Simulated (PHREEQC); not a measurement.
Synthetic water in mg/kgw, 20 °C, pH 6.25, pe -1.5:

```tsv
constituent	mg/kgw
Na	4.74
K	1.77
Ca	7.03
Mg	0.00413
Cl	7.43
S(6) as SO4	1.89
Alkalinity as HCO3	15.5
Si as SiO2	0.0775
Br	0.0104
```

Valence states are taken as typed.

All values are PHREEQC results (ion-association model, phreeqc.dat), not measurements.

```json
{
 "ionic_strength": "0.000746 mol/kgw",
 "charge_balance_error": "9.0 %"
}
```

| species | molality | activity | log γ |
|---|---|---|---|
| CO2 | 0.000334 | 0.000334 | 0.000 |
| HCO3- | 0.000254 | 0.000246 | -0.013 |
| Cl- | 0.000210 | 0.000203 | -0.013 |
| Na+ | 0.000206 | 0.000200 | -0.013 |
| Ca+2 | 0.000175 | 0.000154 | -0.053 |
| K+ | 4.53e-5 | 4.39e-5 | -0.013 |
| SO4-2 | 1.92e-5 | 1.70e-5 | -0.053 |
| H4SiO4 | 1.29e-6 | 1.29e-6 | 0.000 |
| H+ | 5.79e-7 | 5.62e-7 | -0.013 |

Precipitation was switched off in this run.
